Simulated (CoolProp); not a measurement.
Properties of R236EA at several states (Tc = 412.4 K, pc = 3414 kPa, ω = 0.368).

Computed with CoolProp (reference Helmholtz-energy equation of state, Rui 2013).

```json
[
 {"T (K)": "390.1", "p (kPa)": "279", "phase": "gas", "Z": "0.9647", "cp (kJ/(kg K))": "1.001", "Joule-Thomson coefficient (K/MPa)": "10.14", "isothermal compressibility (1/MPa)": "3.719", "conductivity (mW/(m K))": "21.4"},
 {"T (K)": "295.2", "p (kPa)": "235", "phase": "liquid", "Z": "0.01014", "cp (kJ/(kg K))": "1.254", "Joule-Thomson coefficient (K/MPa)": "-0.1922", "isothermal compressibility (1/MPa)": "0.002741", "conductivity (mW/(m K))": "80.8"},
 {"T (K)": "401.3", "p (kPa)": "6000", "phase": "liquid", "Z": "0.2600", "cp (kJ/(kg K))": "1.566", "Joule-Thomson coefficient (K/MPa)": "0.7575", "isothermal compressibility (1/MPa)": "0.02200", "conductivity (mW/(m K))": "52.6"},
 {"T (K)": "257.4", "p (kPa)": "3010", "phase": "liquid", "Z": "0.1375", "cp (kJ/(kg K))": "1.211", "Joule-Thomson coefficient (K/MPa)": "-0.2890", "isothermal compressibility (1/MPa)": "0.001512", "conductivity (mW/(m K))": "97.0"}
]
```

Thermal conductivity comes from a separate model (Huber 2003), an estimate that may be off by 10 % or more.
